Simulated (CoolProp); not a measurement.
Vapour pressure (kPa) of tetrahydrofuran: the reference equation beside estimates from Tc = 540.2 K, pc = 5304 kPa, ω = 0.234.

Computed with CoolProp (reference Helmholtz-energy equation of state, Fiedler 2023).

```csv
T (K),reference,Lee-Kesler,van der Waals,Peng-Robinson
274.2,6.773,6.333,163.1,6.947
293.4,17.49,16.56,252.9,17.66
312.6,39.41,[?],372.7,39.41
331.8,79.55,77.43,[?],79.19
351,146.9,144.8,[?],146.0
370.2,252.1,[?],953.4,250.9
389.4,407.4,409.2,1233,406.5
408.5,624.9,631.3,1559,625.8
427.7,921.3,934.3,1938,926.8
446.9,1312,1333,2370,1326
466.1,1813,1843,2859,1840
485.3,2447,2487,3405,2491
```

Problem. Some entries are withheld; supply them.

Solution. 
- 312.6, Lee-Kesler: 37.83
- 331.8, van der Waals: 526.8
- 351, van der Waals: 719.1
- 370.2, Lee-Kesler: 251.2

Absolute difference from the reference over all 12 rows, mean and median: Lee-Kesler 2.3 and 1.6 %, van der Waals 530.8 and 240.4 %, Peng-Robinson 0.9 and 0.6 %.
